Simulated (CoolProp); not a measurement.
Vapour-liquid equilibrium of toluene (1) + n-dodecane (2) at 379.2 K; x and y are mole fractions of (1).

Values from CoolProp's multi-fluid Helmholtz-energy mixture model, Lemmon 2006 and Lemmon 2004; pair parameters Bell 2016.

```
x      bubble pressure (kPa)  y at the bubble point  dew pressure at overall composition x (kPa)  liquid density (mol/L)
-----  ---------------------  ---------------------  -------------------------------------------  ----------------------
0.05                   6.096                  0.580                                        2.820                   4.140
0.125                  11.88                  0.802                                        3.051                   4.327
0.2                    18.24                  0.882                                        3.325                   4.528
0.275                  24.93                  0.922                                        3.652                   4.746
0.35                   31.76                  0.945                                        4.051                   4.984
0.425                  38.59                  0.960                                        4.547                   5.243
0.5                    45.33                  0.970                                        5.183                   5.528
0.575                  51.95                  0.978                                        6.026                   5.842
0.65                   58.46                  0.984                                        7.197                   6.191
0.725                  64.91                  0.988                                        8.938                   6.581
0.8                    71.35                  0.992                                        11.80                   7.019
0.875                  77.84                  0.995                                        17.42                   7.515
0.95                   84.44                  0.998                                        33.67                   8.082
```

No azeotrope shows between x = 0.05 and 0.95.

Pair parameters are fitted to limited data, so mixtures are less certain than the pure fluids.
